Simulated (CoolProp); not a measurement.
Properties of n-dodecane at several states (Tc = 385.0 °C, pc = 18.18 bar, ω = 0.574).

Model: reference Helmholtz-energy equation of state, Lemmon 2004, in CoolProp. It is a short technical equation, of lower accuracy than the large ones.

```json
[
 {"T (°C)": "66.45", "p (bar)": "0.211", "phase": "liquid", "cp (kJ/(kg K))": "2.358", "cv (kJ/(kg K))": "…", "isothermal compressibility (1/MPa)": "0.001327", "expansivity (1/kK)": "…"},
 {"T (°C)": "33.95", "p (bar)": "7.67", "phase": "liquid", "cp (kJ/(kg K))": "…", "cv (kJ/(kg K))": "1.849", "isothermal compressibility (1/MPa)": "0.001049", "expansivity (1/kK)": "0.9951"},
 {"T (°C)": "46.45", "p (bar)": "0.781", "phase": "liquid", "cp (kJ/(kg K))": "…", "cv (kJ/(kg K))": "1.896", "isothermal compressibility (1/MPa)": "0.001152", "expansivity (1/kK)": "1.012"},
 {"T (°C)": "73.75", "p (bar)": "15.4", "phase": "liquid", "cp (kJ/(kg K))": "2.383", "cv (kJ/(kg K))": "2.001", "isothermal compressibility (1/MPa)": "0.001365", "expansivity (1/kK)": "…"},
 {"T (°C)": "49.15", "p (bar)": "50.8", "phase": "liquid", "cp (kJ/(kg K))": "2.290", "cv (kJ/(kg K))": "1.909", "isothermal compressibility (1/MPa)": "0.001101", "expansivity (1/kK)": "0.9768"}
]
```

Some entries are withheld; supply them.


- 66.45, cv (kJ/(kg K)): 1.972
- 66.45, expansivity (1/kK): 1.038
- 33.95, cp (kJ/(kg K)): 2.241
- 46.45, cp (kJ/(kg K)): 2.285
- 73.75, expansivity (1/kK): 1.034
